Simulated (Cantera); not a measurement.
A closed system holds: 1 mol Si2H6, 25 mol NO, 0.53 mol CO2, equilibrated at 0.100 bar.

Equilibrium computed with Cantera from the NASA thermochemical tables; the gas is ideal and each condensed phase is pure. Candidate condensed phases: C, C6H6, C7H8, C8H18, H2O, Si, SiC, SiO2, Si2N2O, Si3N4; 151 gas species. The feed counts by its element totals alone. Rates play no part.

Question: At 800 K, list the 4 most abundant gas species with their mole fractions, and the condensed phases.

Answer: N2 0.499, O2 0.360, H2O 0.120, CO2 0.0212. Condensed: SiO2(α-quartz).
